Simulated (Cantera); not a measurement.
An isothermal, constant-pressure homogeneous reactor starts with CH₄ : H₂ = 1 : 9.9 (molar parts), at 1800 K and 13300 Pa. Integrator tolerance rtol = 1e-08.

Model: GRI-Mech 3.0 (53 species, 325 reactions), integrated in Cantera. GRI-Mech 3.0 stops at C3 and has no aromatics, soot or wall deposition, so with more carbon than oxygen in the feed, carbon stays in small species such as C2H2 where larger ones or solid carbon would form.

**Question.** What does this change do: pressure from 13300 Pa to 6400 Pa?

**Answer.** 
```tsv
quantity	before	after
x(CH₄) at 6.00 s	0.00146 (gas-phase equilibrium 0.00146)	0.000737 (gas-phase equilibrium 0.000704)
x(H₂) at 6.00 s	0.956 (gas-phase equilibrium 0.956)	0.956 (gas-phase equilibrium 0.956)
x(C₂H) at 6.00 s	3.64e-7 (gas-phase equilibrium 3.64e-7)	5.30e-7 (gas-phase equilibrium 5.30e-7)
x(CH₃) at 6.00 s	2.97e-5 (gas-phase equilibrium 2.97e-5)	2.17e-5 (gas-phase equilibrium 2.07e-5)
x(C₂H₂) at 6.00 s	0.0412 (gas-phase equilibrium 0.0412)	0.0416 (gas-phase equilibrium 0.0416)
x(C₂H₄) at 6.00 s	0.000122 (gas-phase equilibrium 0.000122)	5.91e-5 (gas-phase equilibrium 5.91e-5)
```
